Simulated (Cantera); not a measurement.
Charge: 1 mol PbO, 0.1 mol H₂, 0.09 mol O₂, equilibrated at 0.133 bar.

Method: chemical equilibrium by Gibbs-energy minimisation in Cantera with the NASA 1993 tables (ideal gas, pure condensed phases). Candidate condensed phases: H₂O, Pb, PbO, PbO₂, Pb₃O₄; 12 gas species. Gases not in the tables: (PbO)n polymers. The numbers say what is thermodynamically allowed, not how fast it happens.

Task: Which condensed phases are stable at each of these points (T (°C)): 600, 700, 800, 900, 1000, 1100, 1200?

Result: 
```csv
T (°C),condensed phases,Pb condensed (%)
600,PbO(yellow),100.0
700,PbO(yellow),100.0
800,PbO(yellow),100.0
900,PbO(l),100.0
1000,PbO(l),100.0
1100,PbO(l),99.8
1200,PbO(l),99.3
```

From 600 °C to 800 °C the condensed part is PbO(yellow). From 900 °C to 1200 °C the condensed part is PbO(l).
